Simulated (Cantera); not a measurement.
Charge: 1 mol MgO, 2.2 mol CO, 6.8 mol H2, held at 1200 °C and 9.70 mbar.

Equilibrium computed with Cantera from the NASA thermochemical tables; the gas is ideal and each condensed phase is pure. Candidate condensed phases: C, C6H6, C7H8, C8H18, H2O, Mg, MgCO3, MgO, Mg(OH)2; 116 gas species. The numbers say what is thermodynamically allowed, not how fast it happens.

**Question.** What is the equilibrium state?

**Answer.** 
```json
{
 "x(H2)": "0.755",
 "x(CO)": "0.244",
 "x(Mg)": "0.000208",
 "x(H2O)": "0.000184",
 "x(H)": "0.000112",
 "x(CO2)": "2.41e-5",
 "n(MgO(s))": "0.998 mol",
 "gas_amount": "9.002 mol",
 "log10 activity of C(graphite) (absent)": "-1.69",
 "log10 activity of Mg(l) (absent)": "-6.06"
}
```
